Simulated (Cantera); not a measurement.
What does this Cantera script print?

```python
import numpy as np
import cantera as ct

gas = ct.Solution("gri30.yaml")
gas.TPX = 425, 150000, {'CH4': 1, 'O2': 1.67, 'N2': 4.5}
flame = ct.FreeFlame(gas, width=0.03)
flame.set_refine_criteria(ratio=3, slope=0.08, curve=0.16)
flame.transport_model = "mixture-averaged"
flame.solve(loglevel=0, auto=True)
z, T = flame.grid, flame.T
thick = (T[-1] - T[0]) / np.gradient(T, z).max()
show = ['CH4', 'O2', 'HO2', 'O', 'CO2', 'H2O']
print(f"laminar burning velocity  {flame.velocity[0] * 100:.3f} cm/s")
print(f"burnt temperature         {T[-1]:.1f} K")
print(f"thermal thickness         {thick * 1e3:.4f} mm")
print(f"grid points               {len(z)}")
z0 = z[flame.heat_release_rate.argmax()]
print(f"{'z/mm':>9s}{'T/K':>9s}{'u/(m/s)':>9s}" + "".join(f"{s:>11s}" for s in show))
rows = []
for k in (-3, -2, -1.5, -1, -0.5, -0.25, 0, 0.25, 0.5, 1, 2, 4, 8):
    zz = z0 + k * thick
    rows.append([k * thick, np.interp(zz, z, T), np.interp(zz, z, flame.velocity),
                 *(np.interp(zz, z, flame.X[gas.species_index(s)]) for s in show)])
    print(f"{rows[-1][0] * 1e3:9.3f}{rows[-1][1]:9.1f}{rows[-1][2]:9.3f}" + "".join(f"{x:11.3e}" for x in rows[-1][3:]))
```

Result:

```
laminar burning velocity  96.161 cm/s
burnt temperature         2496.2 K
thermal thickness         0.2003 mm
grid points               158
     z/mm      T/K  u/(m/s)        CH4         O2        HO2          O        CO2        H2O
   -0.601    425.1    0.963  1.393e-01  2.327e-01  3.483e-08  5.364e-11  4.153e-08  1.331e-05
   -0.401    426.5    0.969  1.387e-01  2.319e-01  7.222e-07  8.698e-10  1.310e-06  2.205e-04
   -0.301    434.2    0.990  1.375e-01  2.306e-01  4.702e-06  5.101e-09  1.200e-05  1.227e-03
   -0.200    513.2    1.183  1.308e-01  2.238e-01  5.470e-05  9.836e-08  2.509e-04  1.071e-02
   -0.100   1063.1    2.515  9.035e-02  1.762e-01  2.044e-04  1.874e-05  4.857e-03  7.162e-02
   -0.050   1564.3    3.764  4.854e-02  1.210e-01  2.286e-04  1.715e-04  1.303e-02  1.280e-01
    0.000   1993.1    4.859  1.244e-02  6.173e-02  1.071e-04  7.924e-04  2.592e-02  1.797e-01
    0.050   2187.1    5.344  1.298e-03  2.695e-02  1.875e-05  1.916e-03  3.990e-02  2.050e-01
    0.100   2240.5    5.458  7.987e-05  1.384e-02  5.757e-06  2.712e-03  5.101e-02  2.121e-01
    0.200   2279.8    5.523  3.248e-07  7.816e-03  3.421e-06  2.790e-03  6.178e-02  2.135e-01
    0.401   2326.9    5.613  3.795e-11  5.844e-03  2.572e-06  2.258e-03  6.652e-02  2.155e-01
    0.801   2382.8    5.728  2.168e-14  4.293e-03  1.837e-06  1.585e-03  6.810e-02  2.200e-01
    1.603   2437.7    5.839  2.666e-14  2.799e-03  1.178e-06  9.784e-04  6.952e-02  2.249e-01
```

Model: GRI-Mech 3.0 (53 species, 325 reactions), integrated in Cantera. Burning velocities carry a grid error of a few per cent, more on coarse grids.
